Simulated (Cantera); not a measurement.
Feed: 1 mol SO2, at 0.00133 bar.

Equilibrium computed with Cantera from the NASA thermochemical tables; the gas is ideal and each condensed phase is pure. Candidate condensed phases: S; 10 gas species. Kinetics and transport are ignored.

Q: At 2523 K, list the 4 most abundant gas species with their mole fractions, and the condensed phases.

A: SO2 0.467, SO 0.260, O 0.139, O2 0.0979. Condensed: gas only.
